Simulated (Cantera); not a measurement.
# Stirred combustor or abatement burner

A perfectly stirred reactor is fed with 5.07 % CH4, 1.98 % H2, 19.5 % O2, 73.5 % N2, at 150000 Pa; it is adiabatic with a 750 K inlet, and is followed from long to short residence time, starting on the burning branch (τ in s: 0.3, 0.08, 0.022, 0.0058, 0.0016, 0.00042, 0.00011, 3e-05, 8.2e-06).

Computed with Cantera and GRI-Mech 3.0 (53 species, 325 reactions).

```json
[
 {"τ (s)": "0.30", "T (K)": "1984", "x CH4": "1.35e-6", "x H2": "0.000103", "x O2": "0.0841", "x H2O": "0.121", "x C2H6": "1.53e-12", "x CH3": "4.08e-7", "x C2H4": "2.34e-11"},
 {"τ (s)": "0.080", "T (K)": "1982", "x CH4": "4.31e-6", "x H2": "0.000139", "x O2": "0.0842", "x H2O": "0.121", "x C2H6": "1.40e-11", "x CH3": "1.29e-6", "x C2H4": "2.10e-10"},
 {"τ (s)": "0.022", "T (K)": "1976", "x CH4": "1.13e-5", "x H2": "0.000245", "x O2": "0.0842", "x H2O": "0.121", "x C2H6": "7.59e-11", "x CH3": "3.29e-6", "x C2H4": "1.10e-9"},
 {"τ (s)": "0.0058", "T (K)": "1960", "x CH4": "2.74e-5", "x H2": "0.000524", "x O2": "0.0843", "x H2O": "0.120", "x C2H6": "2.87e-10", "x CH3": "7.36e-6", "x C2H4": "3.88e-9"},
 {"τ (s)": "0.0016", "T (K)": "1929", "x CH4": "6.32e-5", "x H2": "0.00111", "x O2": "0.0847", "x H2O": "0.118", "x C2H6": "9.09e-10", "x CH3": "1.50e-5", "x C2H4": "1.08e-8"},
 {"τ (s)": "0.00042", "T (K)": "1869", "x CH4": "0.000162", "x H2": "0.00226", "x O2": "0.0861", "x H2O": "0.115", "x C2H6": "3.60e-9", "x CH3": "3.24e-5", "x C2H4": "3.41e-8"},
 {"τ (s)": "0.00011", "T (K)": "1765", "x CH4": "0.000519", "x H2": "0.00412", "x O2": "0.0905", "x H2O": "0.110", "x C2H6": "2.81e-8", "x CH3": "8.25e-5", "x C2H4": "1.86e-7"},
 {"τ (s)": "3.0e-5", "T (K)": "750", "x CH4": "0.0507", "x H2": "0.0198", "x O2": "0.195", "x H2O": "<1e-12", "x C2H6": "<1e-12", "x CH3": "<1e-12", "x C2H4": "<1e-12"},
 {"τ (s)": "8.2e-6", "T (K)": "750", "x CH4": "0.0507", "x H2": "0.0198", "x O2": "0.195", "x H2O": "<1e-12", "x C2H6": "<1e-12", "x CH3": "<1e-12", "x C2H4": "<1e-12"}
]
```
x: mole fraction; the columns are a selection and need not sum to one.
